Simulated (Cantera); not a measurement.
Charge: 1 mol SiHCl₃, 0.75 mol C₃H₈, 1300 mol H₂, equilibrated at 1.33 mbar.

Equilibrium computed with Cantera from the NASA thermochemical tables; the gas is ideal and each condensed phase is pure. Candidate condensed phases: C, C₆H₆, C₇H₈, C₈H₁₈, Si, SiC; 109 gas species. The numbers say what is thermodynamically allowed, not how fast it happens. All values below are at 1977 °C.

Base state: H₂ 0.813, H 0.183, HCl 0.00179, C₂H₂ (acetylene) 0.000751, Si 0.000664, Cl 0.000293, SiC₂ 2.12e-5 (mole fractions); condensed: gas only.

Problem. What changes in the equilibrium state with this change: H₂ from 1300 to 5.5 mol?

Solution. 
| species | before | after |
|---|---|---|
| H₂ | 0.813 | 0.557 |
| HCl | 0.00179 | 0.178 |
| H | 0.183 | 0.152 |
| Si | 0.000664 | 0.0508 |
| SiCl₂ | 1.09e-8 | 0.0119 |
| Cl | 0.000293 | 0.0351 |
| Si₂C | 2.90e-7 | 0.00323 |
| SiCl₃ | <1e-9 | 1.09e-5 |
| SiCl | 4.90e-7 | 0.00450 |
| Si₂ | 1.75e-8 | 0.000102 |
| C(graphite), mol | 0 | 2.02 |
The tables' values for SiCl, SiCl₃ are old estimates; treat these amounts as uncertain. Gases not in the tables: Si₂H₆ and higher silanes.

Problem. What changes in the equilibrium state with this change: H₂ from 1300 to 2.9 mol?

Solution. 
```csv
species,before,after
H₂,0.813,0.494
HCl,0.00179,0.220
H,0.183,0.143
Si,0.000664,0.0553
SiCl₂,1.09e-8,0.0224
Cl,0.000293,0.0461
SiCl₃,<1e-9,2.71e-5
Si₂C,2.90e-7,0.00384
SiCl,4.90e-7,0.00644
Si₂,1.75e-8,0.000121
SiC₂,2.12e-5,0.00640
"C(graphite), mol",0,2.00
"SiC(s), mol",0,0.0633
```
The tables' values for SiCl, SiCl₃ are old estimates; treat these amounts as uncertain. Gases not in the tables: Si₂H₆ and higher silanes.
